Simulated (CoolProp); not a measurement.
The numbers come from the reference Helmholtz-energy equation of state, Thol 2014 in CoolProp.

Q: Give the vapour pressure (kPa), liquid density (kg/m³), vapour density (kg/m³), enthalpy of vaporisation (kJ/kg) of saturated diethyl ether at 54.55, 90.75 °C.

A: 
| T (°C) | p (kPa) | liquid density (kg/m³) | vapour density (kg/m³) | enthalpy of vaporisation (kJ/kg) |
|---|---|---|---|---|
| 54.55 | 197 | 672 | 5.76 | 340 |
| 90.75 | 526 | 623 | 15.0 | 302 |
